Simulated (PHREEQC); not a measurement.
Synthetic water in mg/kgw, 55 °C, pH 8.05:

```csv
constituent,mg/kgw
Na,6660
K,1740
Ca,40
Mg,165
Cl,9420
S(6) as SO4,2920
Alkalinity as HCO3,77.7
Br,17.7
```

Cl is adjusted to close the charge balance.
Valence states are taken as typed.

Equilibrium calculation in PHREEQC: Pitzer model, pitzer.dat.

Precipitation was switched off in this run.

Q: Order these C species by the share of C that they hold, largest first: CO3-2, MgCO3, HCO3-, CO2.

A: HCO3- (95 %), CO3-2 (3.1 %), CO2 (1.0 %), MgCO3 (0.91 %)

The pH is 8.05 and the ionic strength 0.388 mol/kgw. Constants without temperature data keep their 25 °C values here.
